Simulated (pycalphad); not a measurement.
An equivalent pycalphad script:

```python
from pycalphad import Database, equilibrium, calculate, variables as v
import numpy as np
db = Database('COST507.tdb')
comps = ['MG', 'AL', 'SI', 'VA']
phases = ['ALMG_BETA', 'ALMG_EPS', 'ALMG_GAMMA', 'DIAMOND_A4', 'FCC_A1', 'HCP_A3', 'LIQUID', 'MG2SI']
eq = equilibrium(db, comps, phases, {v.X('AL'): 0.0326, v.X('SI'): 0.078, v.T: np.arange(1650, 349, -25), v.P: 101325, v.N: 1}, output=['HM', 'SM'])
```

Source of the numbers: pycalphad with the COST 507 light-alloy database (1999); pressure 1 atm. No gas phase is included, though pure Mg would boil below 1650 K. The data set is of 1999 and partly superseded. Amounts are mole fractions of atoms. Kinetics are ignored, which matters at the lower temperatures.

Results at three of the temperatures:

```
T = 900.00 K, P = 101325 Pa, N = 1 mol of atoms
G = -43997 J/mol, H = 18375 J/mol, S = 69.30 J/(mol K)  (SER reference)
chemical potentials (J/mol): Mg -40095, Al -61611, Si -81130
phase             fraction      x(Mg)      x(Al)      x(Si)
LIQUID              0.7974     0.9460     0.0409     0.0131
MG2SI               0.2026     0.6667       none     0.3333
```

```
T = 625.00 K, P = 101325 Pa, N = 1 mol of atoms
G = -28230 J/mol, H = 3699 J/mol, S = 51.09 J/(mol K)  (SER reference)
chemical potentials (J/mol): Mg -24150, Al -30527, Si -73786
phase             fraction      x(Mg)      x(Al)      x(Si)
HCP_A3              0.7660     0.9574     0.0426   4.05e-08
MG2SI               0.2340     0.6667       none     0.3333
```

```
T = 525.00 K, P = 101325 Pa, N = 1 mol of atoms
G = -23352 J/mol, H = 974 J/mol, S = 46.34 J/(mol K)  (SER reference)
chemical potentials (J/mol): Mg -19119, Al -23228, Si -71680
phase             fraction      x(Mg)      x(Al)      x(Si)
HCP_A3              0.7642     0.9583     0.0417   7.54e-10
MG2SI               0.2340     0.6667       none     0.3333
ALMG_GAMMA          0.0018     0.5883     0.4117       none
```

Changes of the phase set, refined by bisection:

```csv
T (K),phases above,phases below
1114.2,LIQUID,LIQUID + MG2SI
889.8,LIQUID + MG2SI,HCP_A3 + LIQUID + MG2SI
828.6,HCP_A3 + LIQUID + MG2SI,HCP_A3 + MG2SI
527.7,HCP_A3 + MG2SI,ALMG_GAMMA + HCP_A3 + MG2SI
```

Database names, with the compositions (at.%) that they take in these runs: MG2SI: Mg 67 Si 33; ALMG_GAMMA: Mg 59 Al 41. HCP_A3 is hcp. An entry "none" or "no" means that the model of the phase leaves that element out.
